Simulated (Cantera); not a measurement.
A closed system holds: 1 mol MgF2, 210 mol H2, held at 1973 K and 0.133 bar.

Method: chemical equilibrium by Gibbs-energy minimisation in Cantera with the NASA 1993 tables (ideal gas, pure condensed phases). Candidate condensed phases: Mg, MgF2; 17 gas species. The tables' values for MgH are old estimates; treat these amounts as uncertain. Kinetics and transport are ignored.

Base state: H2 0.983, HF 0.00909, Mg 0.00443, H 0.00366, MgF 0.000173, MgF2 7.81e-5, MgH 2.45e-5 (mole fractions); condensed: gas only.

Q: What changes in the equilibrium state with this change: H2 from 210 to 2.3 mol?

A: 
```tsv
species	before	after
H2	0.983	0.660
MgF2	7.81e-5	0.161
HF	0.00909	0.109
MgF	0.000173	0.0242
Mg	0.00443	0.0423
Mg2F4	<1e-9	0.000153
MgH	2.45e-5	0.000192
H	0.00366	0.00300
MgF2(l), mol	0	0.269
```
